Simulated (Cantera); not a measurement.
An isothermal, constant-pressure homogeneous reactor starts with NH₃ : H₂ = 1 : 1.1 (molar parts), at 1575 K and 110000 Pa. Integrator tolerance rtol = 1e-08.

Computed with Cantera and the gas-phase N/H chemistry of the illustrative SiF4/NH3 mechanism in the Surface Chemkin manual (1991). Walls and surfaces, which speed up NH3 decomposition in real reactors, are not modelled.

### Question
What does this change do: pressure from 110000 Pa to 13300 Pa?

### Answer
| quantity | before | after |
|---|---|---|
| x(NH₃) at 300 s | 0.0253 (gas-phase equilibrium 1.67e-5) | 0.0368 (gas-phase equilibrium 2.03e-6) |
| x(H₂) at 300 s | 0.822 (gas-phase equilibrium 0.839) | 0.814 (gas-phase equilibrium 0.839) |
| x(N₂H₄) at 300 s | 2.80e-10 (gas-phase equilibrium <1e-12) | 4.06e-10 (gas-phase equilibrium <1e-12) |
| x(N₂H₂) at 300 s | 3.62e-10 (gas-phase equilibrium <1e-12) | 5.06e-9 (gas-phase equilibrium <1e-12) |
| x(NH₂) at 300 s | 2.56e-6 (gas-phase equilibrium 1.70e-9) | 8.88e-6 (gas-phase equilibrium 5.93e-10) |
| x(H) at 300 s | 3.55e-5 (gas-phase equilibrium 3.65e-5) | 8.39e-5 (gas-phase equilibrium 0.000105) |
| x(N) at 300 s | 2.13e-10 (gas-phase equilibrium <1e-12) | 4.18e-9 (gas-phase equilibrium <1e-12) |
